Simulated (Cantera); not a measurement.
## Thermodynamics of nitride etching, feed BN + H2O

A closed system holds: 1 mol BN, a varied amount of H2O, at 2073 K and 0.00975 Torr.

Method: chemical equilibrium by Gibbs-energy minimisation in Cantera with the NASA 1993 tables (ideal gas, pure condensed phases). Candidate condensed phases: B, BN, B2O3, B3O3H3, H2O; 39 gas species. The tables' values for BH2 are old estimates; treat these amounts as uncertain. Rates play no part.

```json
[
 {"n(H2O) (mol)": "0.52", "x H": "0.274", "x BO": "0.264", "x H2O": "1.98e-8", "x N2": "0.272", "x H2": "0.141", "x HBO2": "1.99e-7", "x O": "6.13e-9", "x O2": "<1e-12", "x OH": "4.39e-9", "x B2O3": "2.34e-7", "x B": "0.0331", "x BO2": "5.32e-8", "x HBO": "0.0100", "n B(s)": "0.410"},
 {"n(H2O) (mol)": "0.74", "x H": "0.291", "x BO": "0.289", "x H2O": "2.45e-8", "x N2": "0.209", "x H2": "0.159", "x HBO2": "2.53e-7", "x O": "6.70e-9", "x O2": "<1e-12", "x OH": "5.10e-9", "x B2O3": "3.06e-7", "x B": "0.0331", "x BO2": "6.36e-8", "x HBO": "0.0116", "n B(s)": "0.168"},
 {"n(H2O) (mol)": "1", "x H": "0.310", "x BO": "0.322", "x H2O": "6.51e-6", "x N2": "0.171", "x H2": "0.180", "x HBO2": "7.05e-5", "x O": "1.57e-6", "x O2": "2.43e-11", "x OH": "1.27e-6", "x B2O3": "8.91e-5", "x B": "0.000157", "x BO2": "1.66e-5", "x HBO": "0.0138", "n B(s)": "0"},
 {"n(H2O) (mol)": "1.5", "x H": "0.341", "x BO": "0.133", "x H2O": "0.0182", "x N2": "0.150", "x H2": "0.219", "x HBO2": "0.0738", "x O": "0.00361", "x O2": "0.000128", "x OH": "0.00323", "x B2O3": "0.0349", "x B": "2.83e-8", "x BO2": "0.0158", "x HBO": "0.00630", "n B(s)": "0"},
 {"n(H2O) (mol)": "2.1", "x H": "0.337", "x BO": "0.0537", "x H2O": "0.0720", "x N2": "0.124", "x H2": "0.213", "x HBO2": "0.119", "x O": "0.0147", "x O2": "0.00212", "x OH": "0.0129", "x B2O3": "0.0231", "x B": "2.80e-9", "x BO2": "0.0259", "x HBO": "0.00250", "n B(s)": "0"},
 {"n(H2O) (mol)": "3", "x H": "0.320", "x BO": "0.0246", "x H2O": "0.144", "x N2": "0.0943", "x H2": "0.192", "x HBO2": "0.116", "x O": "0.0326", "x O2": "0.0105", "x OH": "0.0273", "x B2O3": "0.0108", "x B": "5.79e-10", "x BO2": "0.0264", "x HBO": "0.00109", "n B(s)": "0"},
 {"n(H2O) (mol)": "4.3", "x H": "0.306", "x BO": "0.0136", "x H2O": "0.201", "x N2": "0.0689", "x H2": "0.177", "x HBO2": "0.0925", "x O": "0.0493", "x O2": "0.0240", "x OH": "0.0396", "x B2O3": "0.00499", "x B": "2.11e-10", "x BO2": "0.0220", "x HBO": "0.000578", "n B(s)": "0"},
 {"n(H2O) (mol)": "6.1", "x H": "0.298", "x BO": "0.00844", "x H2O": "0.238", "x N2": "0.0498", "x H2": "0.167", "x HBO2": "0.0699", "x O": "0.0617", "x O2": "0.0375", "x OH": "0.0482", "x B2O3": "0.00240", "x B": "1.05e-10", "x BO2": "0.0171", "x HBO": "0.000349", "n B(s)": "0"},
 {"n(H2O) (mol)": "8.6", "x H": "0.294", "x BO": "0.00555", "x H2O": "0.263", "x N2": "0.0358", "x H2": "0.162", "x HBO2": "0.0516", "x O": "0.0705", "x O2": "0.0489", "x OH": "0.0542", "x B2O3": "0.00118", "x B": "6.03e-11", "x BO2": "0.0128", "x HBO": "0.000226", "n B(s)": "0"},
 {"n(H2O) (mol)": "12", "x H": "0.290", "x BO": "0.00379", "x H2O": "0.280", "x N2": "0.0259", "x H2": "0.159", "x HBO2": "0.0379", "x O": "0.0766", "x O2": "0.0578", "x OH": "0.0583", "x B2O3": "0.000601", "x B": "3.80e-11", "x BO2": "0.00954", "x HBO": "0.000153", "n B(s)": "0"},
 {"n(H2O) (mol)": "17", "x H": "0.288", "x BO": "0.00259", "x H2O": "0.292", "x N2": "0.0183", "x H2": "0.156", "x HBO2": "0.0273", "x O": "0.0811", "x O2": "0.0648", "x OH": "0.0613", "x B2O3": "0.000297", "x B": "2.45e-11", "x BO2": "0.00690", "x HBO": "0.000104", "n B(s)": "0"}
]
```
x: gas mole fraction; n: condensed amount in mol.

From 0.52 mol H2O to 0.74 mol H2O the condensed part is B(s). From 1 mol H2O to 17 mol H2O nothing is condensed. The main B-bearing gas is BO at 0.52 mol H2O and HBO2 at 17 mol H2O.
